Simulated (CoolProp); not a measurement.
R123 along the isotherm 223.85 °C: Z from the reference equation and from simpler models built on Tc = 183.7 °C, pc = 36.62 bar, ω = 0.282; each cubic takes its own stable root.

Values from CoolProp's reference Helmholtz-energy equation of state, Younglove 1994. It is a modified Benedict-Webb-Rubin equation, recast in Helmholtz form.

| p (bar) | phase | reference |
|---|---|---|
| 6.54 | gas | 0.9533 |
| 13.1 | gas | 0.9034 |
| 19.6 | gas | 0.8505 |
| 26.2 | gas | 0.7926 |
| 32.7 | gas | 0.7304 |
| 39.2 | supercritical | 0.6620 |
| 45.8 | supercritical | 0.5847 |
| 52.3 | supercritical | 0.5020 |
| 58.9 | supercritical | 0.4287 |
| 65.4 | supercritical | 0.3918 |
| 71.9 | supercritical | 0.3826 |
| 78.5 | supercritical | 0.3870 |
| 85 | supercritical | 0.3976 |
| 91.5 | supercritical | 0.4114 |

### Question
How far does each simpler model (van der Waals, Redlich-Kwong, Soave-Redlich-Kwong, Peng-Robinson) lie from the reference over these 14 states: mean and median of the absolute difference, and the worst?

### Answer
- van der Waals: mean 9.3 %, median 5.9 %, worst +26.4 % at 223.85 °C and 91.5 bar
- Redlich-Kwong: mean 4.4 %, median 3.5 %, worst +10.5 % at 223.85 °C and 91.5 bar
- Soave-Redlich-Kwong: mean 8.3 %, median 5.2 %, worst +18.3 % at 223.85 °C and 71.9 bar
- Peng-Robinson: mean 4.4 %, median 2.4 %, worst +9.6 % at 223.85 °C and 71.9 bar
